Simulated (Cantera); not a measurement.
A Cantera script and what it prints.

```python
import numpy as np
import cantera as ct

gas_names = [...]  # 115 gases of nasa_gas.yaml made of C, Ca, H, O
cond_names = """
    C(gr) C6H6(L) C7H8(L) C8H18(L),n-octa Ca(a) Ca(b) Ca(L) CaCO3(caL) CaO(s) CaO(L) CaO2H2(s) H2O(s)
    H2O(L)
""".split()


# ... load() reads the species with a 1 bar reference pressure and builds the phases ...
atoms = {
    'CaCO3': {'Ca': 1, 'C': 1, 'O': 3},
    'O2': {'O': 2},
    'H2O': {'H': 2, 'O': 1},
}
top_T = {'C(gr)': 4500}  # K; cautious upper limits of use, not melting points


# ... equilibrate(T, P, feed) seeds the gas with the atoms and calls Mixture.equilibrate('TP', solver="vcs", rtol=1e-11, max_steps=5000) ...
results = []
feed = {'CaCO3': 1, 'O2': 2.1, 'H2O': 0.21}  # mol
T = 1448.15  # K
P = 13332.2  # Pa
mix = equilibrate(T, P, feed)
results.append((T, P, feed, dict(zip(mix.species_names, mix.species_moles))))
print(gas.report(threshold=1e-05))
for i in range(1, mix.n_phases):
    print(f"{mix.phase(i).name:16s} {mix.phase_moles(i):12.5e} mol")
```

Output:

```
       temperature   1448.2 K
          pressure   13332 Pa
           density   0.038465 kg/m^3
  mean mol. weight   34.739 kg/kmol
   phase of matter   gas

                          1 kg             1 kmol
                     ---------------   ---------------
          enthalpy       -2.5637e+06       -8.9058e+07  J
   internal energy       -2.9103e+06        -1.011e+08  J
           entropy            8346.8        2.8996e+05  J/K
    Gibbs function       -1.4651e+07       -5.0896e+08  J
 heat capacity c_p              1253             43527  J/K
 heat capacity c_v            1013.6             35212  J/K

                      mass frac. Y      mole frac. X     chem. pot. / RT
                     ---------------   ---------------   ---------------
               CO2           0.38272           0.30211           -65.914
               H2O          0.032878            0.0634           -51.005
                OH        4.1687e-05        8.5151e-05           -33.037
                O2           0.58435            0.6344            -30.14
     [ +111 minor]        3.9852e-06        6.9152e-06

C(gr)             0.00000e+00 mol
Ca(L)             0.00000e+00 mol
CaO(s)            1.00000e+00 mol
```

These are equilibrium values from Cantera (NASA tables, ideal gas, pure condensed phases), not measurements of a reactor.
